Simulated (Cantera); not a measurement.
Input (Python, Cantera) and output of one run.

```python
import numpy as np
import cantera as ct

gas_names = """
    AL ALCL ALCL2 ALCL3 ALH AL2 AL2CL6 CL CL2 H HCL H2
""".split()
cond_names = """
    AL(cr) AL(L) ALCL3(s) ALCL3(L)
""".split()


# ... load() reads the species with a 1 bar reference pressure and builds the phases ...
atoms = {
    'Al': {'AL': 1},
    'HCl': {'H': 1, 'CL': 1},
}
top_T = {}  # K; cautious upper limits of use, not melting points


# ... equilibrate(T, P, feed) seeds the gas with the atoms and calls Mixture.equilibrate('TP', solver="vcs", rtol=1e-11, max_steps=5000) ...
results = []
feed = {'Al': 1, 'HCl': 1.2}  # mol
T = 948.15  # K
P = 10000  # Pa
mix = equilibrate(T, P, feed)
results.append((T, P, feed, dict(zip(mix.species_names, mix.species_moles))))
x = sorted(zip(gas.X, gas.species_names), reverse=True)
print(f"T = {T:g} K  P = {P:g} Pa  gas = {mix.phase_moles(0):.4g} mol")
print("   x: " + "  ".join(f"{s} {v:.3e}" for v, s in x if v > 0.0001))
print("   condensed (mol): " + ("  ".join(f"{mix.phase(i).name} {mix.phase_moles(i):.4g}"
      for i in range(1, mix.n_phases) if mix.phase_moles(i) > 1e-12) or "none"))
```

It prints:

```
T = 948.15 K  P = 10000 Pa  gas = 1.003 mol
   x: H2 5.981e-01  ALCL3 3.873e-01  ALCL 7.750e-03  ALCL2 3.685e-03  AL2CL6 3.190e-03
   condensed (mol): AL(L) 0.5936
```

Equilibrium computed with Cantera from the NASA thermochemical tables; the gas is ideal and each condensed phase is pure. The tables' values for AlCl2 are old estimates; treat these amounts as uncertain.
